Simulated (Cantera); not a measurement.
A closed system holds: 1 mol Si, a varied amount of Cl₂, equilibrated at 673.15 K and 3.90 Pa.

Method: chemical equilibrium by Gibbs-energy minimisation in Cantera with the NASA 1993 tables (ideal gas, pure condensed phases). Candidate condensed phases: Si; 9 gas species. Rates play no part.

Q: Which condensed phases are stable at each of these points (n(Cl₂) (mol)): 0.88, 1.5, 2.1, 2.7, 3.3, 4, 4.6, 5.2?

A: 
| n(Cl₂) (mol) | condensed phases | Si condensed (%) |
|---|---|---|
| 0.88 | Si(s) | 56.0 |
| 1.5 | Si(s) | 25.0 |
| 2.1 | gas only | 0.0 |
| 2.7 | gas only | 0.0 |
| 3.3 | gas only | 0.0 |
| 4 | gas only | 0.0 |
| 4.6 | gas only | 0.0 |
| 5.2 | gas only | 0.0 |

From 0.88 mol Cl₂ to 1.5 mol Cl₂ the condensed part is Si(s). From 2.1 mol Cl₂ to 5.2 mol Cl₂ nothing is condensed.
